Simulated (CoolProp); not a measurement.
2000 sccm (0 °C, 1 atm) of nitrogen bubbles through liquid hexamethyldisiloxane (MM) at 320.9 K and leaves saturated at a total pressure of 0.15 MPa (ideal gas phase). Each further row changes one setting.

The numbers come from the reference Helmholtz-energy equation of state, Thol 2016 in CoolProp.

```json
[
 {"case": "as stated", "vapour pressure (kPa)": "16.0", "mole fraction of vapour": "0.107", "delivery (mg/min)": "…", "delivery (sccm)": "…", "change of delivery for a bath 1 K warmer (%)": "4.8"},
 {"case": "bath temperature 325.9 K", "vapour pressure (kPa)": "19.7", "mole fraction of vapour": "0.131", "delivery (mg/min)": "2190", "delivery (sccm)": "302", "change of delivery for a bath 1 K warmer (%)": "4.8"},
 {"case": "total pressure 0.3 MPa", "vapour pressure (kPa)": "16.0", "mole fraction of vapour": "0.0533", "delivery (mg/min)": "815", "delivery (sccm)": "113", "change of delivery for a bath 1 K warmer (%)": "…"}
]
```

Q: Some entries are withheld; supply them.

A: 
- as stated, delivery (mg/min): 1730
- as stated, delivery (sccm): 238
- total pressure 0.3 MPa, change of delivery for a bath 1 K warmer (%): 4.5
